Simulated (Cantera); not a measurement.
**Ignition delay**

Mixture: CH4 : CO : O2 : N2 = 1 : 0.16 : 2.14 : 8.06 (molar parts), equivalence ratio 0.97, at 101000 Pa, adiabatic and at constant pressure. Ignition delay is the time to a rise of 400 K.

Cantera simulation using GRI-Mech 3.0 (53 species, 325 reactions); the numbers are that mechanism's predictions, not measurements.

```json
[
 {"T0 (K)": "1175", "delay (ms)": "72.1"},
 {"T0 (K)": "1225", "delay (ms)": "34.4"},
 {"T0 (K)": "1275", "delay (ms)": "17.1"},
 {"T0 (K)": "1325", "delay (ms)": "8.79"},
 {"T0 (K)": "1375", "delay (ms)": "4.70"},
 {"T0 (K)": "1425", "delay (ms)": "2.61"},
 {"T0 (K)": "1475", "delay (ms)": "1.51"}
]
```

```yaml
apparent activation energy between 1375 and 1475 K: 190 kJ/mol
```
